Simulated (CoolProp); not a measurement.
Vapour-liquid equilibrium of n-butane (1) + R113 (2) at 27.65 °C; x and y are mole fractions of (1).

The numbers come from the multi-fluid Helmholtz-energy mixture model, Bücker 2006 and Marx 1992; pair parameters Bell 2016 in CoolProp.

```json
[
 {"x": "0.05", "bubble pressure, mixture model (bar)": "0.6372", "bubble pressure, Raoult's law (bar)": "0.6042", "y, mixture model": "0.253", "y, Raoult's law": "0.218"},
 {"x": "0.15", "bubble pressure, mixture model (bar)": "0.9010", "bubble pressure, Raoult's law (bar)": "0.8184", "y, mixture model": "0.519", "y, Raoult's law": "0.484"},
 {"x": "0.25", "bubble pressure, mixture model (bar)": "1.144", "bubble pressure, Raoult's law (bar)": "1.033", "y, mixture model": "0.658", "y, Raoult's law": "0.639"},
 {"x": "0.35", "bubble pressure, mixture model (bar)": "1.368", "bubble pressure, Raoult's law (bar)": "1.247", "y, mixture model": "0.745", "y, Raoult's law": "0.741"},
 {"x": "0.45", "bubble pressure, mixture model (bar)": "1.578", "bubble pressure, Raoult's law (bar)": "1.461", "y, mixture model": "0.806", "y, Raoult's law": "0.813"},
 {"x": "0.55", "bubble pressure, mixture model (bar)": "1.776", "bubble pressure, Raoult's law (bar)": "1.676", "y, mixture model": "0.853", "y, Raoult's law": "0.867"},
 {"x": "0.65", "bubble pressure, mixture model (bar)": "1.967", "bubble pressure, Raoult's law (bar)": "1.890", "y, mixture model": "0.891", "y, Raoult's law": "0.908"},
 {"x": "0.75", "bubble pressure, mixture model (bar)": "2.155", "bubble pressure, Raoult's law (bar)": "2.104", "y, mixture model": "0.925", "y, Raoult's law": "0.941"},
 {"x": "0.85", "bubble pressure, mixture model (bar)": "2.344", "bubble pressure, Raoult's law (bar)": "2.318", "y, mixture model": "0.956", "y, Raoult's law": "0.968"},
 {"x": "0.95", "bubble pressure, mixture model (bar)": "2.539", "bubble pressure, Raoult's law (bar)": "2.533", "y, mixture model": "0.985", "y, Raoult's law": "0.990"}
]
```

The largest gap from Raoult's law is +10.7 % in bubble pressure, at x = 0.25. No azeotrope shows between x = 0.05 and 0.95.

The pair parameters rest on a limited set of measurements; away from them the model extrapolates.
